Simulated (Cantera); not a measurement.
Equilibrium for silicon carbide growth: SiH2Cl2 + CH4 + H2

Feed: 1 mol SiH2Cl2, 0.063 mol CH4, 9.7 mol H2, held at 1.33 mbar.

Cantera equilibrium calculation (NASA polynomials, part measured and part estimated; ideal gas, pure solids and liquids). Candidate condensed phases: C, C6H6, C7H8, C8H18, Si, SiC; 109 gas species. The tables' values for SiCl, SiCl3 are old estimates; treat these amounts as uncertain. Gases not in the tables: Si2H6 and higher silanes. Rates play no part.

```csv
T (°C),x H2,x H,x HCl,x Cl,x Si,x SiCl2,n SiC(s)
1850,0.725,0.0836,0.111,0.00939,0.0499,0.0138,0.0279
1900,0.692,0.110,0.113,0.0131,0.0537,0.00929,0
1950,0.657,0.142,0.112,0.0176,0.0571,0.00598,0
2000,0.619,0.181,0.108,0.0228,0.0592,0.00367,0
2050,0.576,0.226,0.102,0.0287,0.0601,0.00216,0
2100,0.528,0.278,0.0928,0.0349,0.0598,0.00122,0
2150,0.477,0.335,0.0827,0.0414,0.0587,0.000674,0
2200,0.422,0.397,0.0718,0.0478,0.0571,0.000362,0
2250,0.366,0.461,0.0608,0.0539,0.0551,0.000190,0
2300,0.310,0.524,0.0502,0.0595,0.0529,9.86e-5,0
2350,0.257,0.585,0.0404,0.0644,0.0507,5.05e-5,0
2400,0.208,0.641,0.0319,0.0684,0.0487,2.57e-5,0
```
x: gas mole fraction; n: condensed amount in mol.

At 1850 °C the condensed part is SiC(s). From 1900 °C to 2400 °C nothing is condensed. The main Si-bearing gas is Si throughout.
